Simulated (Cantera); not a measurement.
Cantera with NASA thermochemical tables; ideal gases at 1 bar, condensed phases pure. Values are per mole of reaction as written; species without (g) are pure solids or liquids, kept so even where they would boil at 1 bar.

### Question
Between 825 and 1875 K, where is each reaction favourable under standard conditions?
- 3 HI(g) + AlN ⇌ AlI3(g) + NH3(g)

### Answer
- 3 HI(g) + AlN ⇌ AlI3(g) + NH3(g): ΔG° is 62 kJ at 825 K and 152 kJ at 1875 K; it stays positive (K < 1). ΔH° is -13 kJ and ΔS° -88 J/K at 1875 K.
